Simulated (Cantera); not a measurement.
What does this Cantera script print?

```python
import numpy as np
import cantera as ct

gas_names = """
    CL CL2 H HCL H2 N NH NH2 NH3 N2 N2H2 N2H4 Si SiCL SiCL2 SiCL3 SiCL4 SiH SiHCL3 SiH2 SiH2CL2 SiH3
    SiH3CL SiH4 SiN Si2 Si2N Si3
""".split()
cond_names = """
    NH4CL(a) NH4CL(b) Si(cr) Si(L) Si3N4(a)
""".split()


def load(file, names, dense=False):
    # The tables refer to 1 bar. Condensed volumes are neglected.
    table = {s.name: s for s in ct.Species.list_from_file(file)}
    out = []
    for n in names:
        d = dict(table[n].input_data)
        d["thermo"] = dict(d["thermo"], **{"reference-pressure": 1e5})
        if dense:
            d["equation-of-state"] = {"model": "constant-volume", "density": "1e6 g/cm^3"}
        out.append(ct.Species.from_dict(d))
    return out


gas = ct.Solution(thermo="ideal-gas", species=load("nasa_gas.yaml", gas_names))
cond = {s.name: ct.Solution(thermo="fixed-stoichiometry", species=[s], name=s.name)
        for s in load("nasa_condensed.yaml", cond_names, dense=True)}
atoms = {
    'SiH2Cl2': {'Si': 1, 'H': 2, 'CL': 2},
    'NH3': {'N': 1, 'H': 3},
    'H2': {'H': 2},
}
top_T = {'Si3N4(a)': 2400}  # K; cautious upper limits of use, not melting points


def equilibrate(T, P, feed):
    n = {}
    for name, mol in feed.items():
        for a, k in atoms[name].items():
            n[a] = n.get(a, 0.0) + k * mol
    gas.TPX = T, P, n
    mass = sum(n.values()) * gas.mean_molecular_weight
    gas.equilibrate("TP")
    valid = [c for c in cond.values() if c.min_temp <= T <= top_T.get(c.name, c.max_temp)]
    mix = ct.Mixture([(gas, mass / gas.mean_molecular_weight)] + [(c, 0.0) for c in valid])
    mix.T, mix.P = T, P
    mix.equilibrate("TP", solver="vcs", rtol=1e-11, max_steps=5000)
    return mix


results = []
feed = {'SiH2Cl2': 1, 'NH3': 0.38, 'H2': 68}  # mol
T = 1148  # K
P = 58000  # Pa
mix = equilibrate(T, P, feed)
results.append((T, P, feed, dict(zip(mix.species_names, mix.species_moles))))
x = sorted(zip(gas.X, gas.species_names), reverse=True)
print(f"T = {T:g} K  P = {P:g} Pa  gas = {mix.phase_moles(0):.4g} mol")
print("   x: " + "  ".join(f"{s} {v:.3e}" for v, s in x if v > 0.0001))
print("   condensed (mol): " + ("  ".join(f"{mix.phase(i).name} {mix.phase_moles(i):.4g}"
      for i in range(1, mix.n_phases) if mix.phase_moles(i) > 1e-12) or "none"))
```

Output:

```
T = 1148 K  P = 58000 Pa  gas = 70.29 mol
   x: H2 9.813e-01  HCL 1.419e-02  SiHCL3 2.024e-03  SiCL4 1.459e-03  SiCL2 4.503e-04  SiH2CL2 3.517e-04  SiCL3 2.440e-04
   condensed (mol): Si(cr) 0.3954  Si3N4(a) 0.095
```

Method: chemical equilibrium by Gibbs-energy minimisation in Cantera with the NASA 1993 tables (ideal gas, pure condensed phases). Mutual solubility and eutectic melting of coexisting phases are not modelled. The tables' values for SiCl3 are old estimates; treat these amounts as uncertain.
